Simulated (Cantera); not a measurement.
What does this Cantera script print?

```python
import numpy as np
import cantera as ct

gas_names = """
    CL CL2 H HCL H2 N NH NH2 NH3 N2 N2H2 N2H4 Si SiCL SiCL2 SiCL3 SiCL4 SiH SiHCL3 SiH2 SiH2CL2 SiH3
    SiH3CL SiH4 SiN Si2 Si2N Si3
""".split()
cond_names = """
    NH4CL(a) NH4CL(b) Si(cr) Si(L) Si3N4(a)
""".split()


# ... load() reads the species with a 1 bar reference pressure and builds the phases ...
atoms = {
    'SiHCl3': {'Si': 1, 'H': 1, 'CL': 3},
    'N2': {'N': 2},
    'H2': {'H': 2},
}
top_T = {'Si3N4(a)': 2400}  # K; cautious upper limits of use, not melting points


# ... equilibrate(T, P, feed) seeds the gas with the atoms and calls Mixture.equilibrate('TP', solver="vcs", rtol=1e-11, max_steps=5000) ...
results = []
feed = {'SiHCl3': 1, 'N2': 0.6, 'H2': 29}  # mol
for P in [5, 17, 59, 210, 710, 2400, 8400, 29000, 100000]:
    for T in [1625, 1650, 1675, 1700, 1725, 1750, 1775, 1800, 1825, 1850, 1875]:
        mix = equilibrate(T, P, feed)
        results.append((T, P, feed, dict(zip(mix.species_names, mix.species_moles))))

for T, P, feed, n in results:
    print(f"{T:7g} {P:10.4g}  " + (" + ".join(c for c in cond_names if n.get(c, 0) > 1e-12) or "gas only"))
```

Result:

```
   1625          5  Si(cr)
   1650          5  Si(cr)
   1675          5  Si(cr)
   1700          5  Si(L)
   1725          5  gas only
   1750          5  gas only
   1775          5  gas only
   1800          5  gas only
   1825          5  gas only
   1850          5  gas only
   1875          5  gas only
   1625         17  Si(cr)
   1650         17  Si(cr)
   1675         17  Si(cr)
   1700         17  Si(L)
   1725         17  Si(L)
   1750         17  Si(L)
   1775         17  Si(L)
   1800         17  gas only
   1825         17  gas only
   1850         17  gas only
   1875         17  gas only
   1625         59  Si(cr)
   1650         59  Si(cr)
   1675         59  Si(cr)
   1700         59  Si(L)
   1725         59  Si(L)
   1750         59  Si(L)
   1775         59  Si(L)
   1800         59  Si(L)
   1825         59  Si(L)
   1850         59  Si(L)
   1875         59  Si(L)
   1625        210  Si(cr)
   1650        210  Si(cr)
   1675        210  Si(cr)
   1700        210  Si(L)
   1725        210  Si(L)
   1750        210  Si(L)
   1775        210  Si(L)
   1800        210  Si(L)
   1825        210  Si(L)
   1850        210  Si(L)
   1875        210  Si(L)
   1625        710  Si(cr)
   1650        710  Si(cr)
   1675        710  Si(cr)
   1700        710  Si(L)
   1725        710  Si(L)
   1750        710  Si(L)
   1775        710  Si(L)
   1800        710  Si(L)
   1825        710  Si(L)
   1850        710  Si(L)
   1875        710  Si(L)
   1625       2400  Si(cr)
   1650       2400  Si(cr)
   1675       2400  Si(cr)
   1700       2400  Si(L)
   1725       2400  Si(L)
   1750       2400  Si(L)
   1775       2400  Si(L)
   1800       2400  Si(L)
   1825       2400  Si(L)
   1850       2400  Si(L)
   1875       2400  Si(L)
   1625       8400  Si3N4(a)
   1650       8400  Si3N4(a)
   1675       8400  Si(cr) + Si3N4(a)
   1700       8400  Si(L) + Si3N4(a)
   1725       8400  Si(L)
   1750       8400  Si(L)
   1775       8400  Si(L)
   1800       8400  Si(L)
   1825       8400  Si(L)
   1850       8400  Si(L)
   1875       8400  Si(L)
   1625    2.9e+04  Si3N4(a)
   1650    2.9e+04  Si3N4(a)
   1675    2.9e+04  Si3N4(a)
   1700    2.9e+04  Si3N4(a)
   1725    2.9e+04  Si3N4(a)
   1750    2.9e+04  Si(L) + Si3N4(a)
   1775    2.9e+04  Si(L)
   1800    2.9e+04  Si(L)
   1825    2.9e+04  Si(L)
   1850    2.9e+04  Si(L)
   1875    2.9e+04  Si(L)
   1625      1e+05  Si3N4(a)
   1650      1e+05  Si3N4(a)
   1675      1e+05  Si3N4(a)
   1700      1e+05  Si3N4(a)
   1725      1e+05  Si3N4(a)
   1750      1e+05  Si3N4(a)
   1775      1e+05  Si3N4(a)
   1800      1e+05  Si(L) + Si3N4(a)
   1825      1e+05  Si(L) + Si3N4(a)
   1850      1e+05  Si(L)
   1875      1e+05  Si(L)
```

Cantera equilibrium calculation (NASA polynomials, part measured and part estimated; ideal gas, pure solids and liquids). Mutual solubility and eutectic melting of coexisting phases are not modelled. The tables' values for SiCl3 are old estimates.
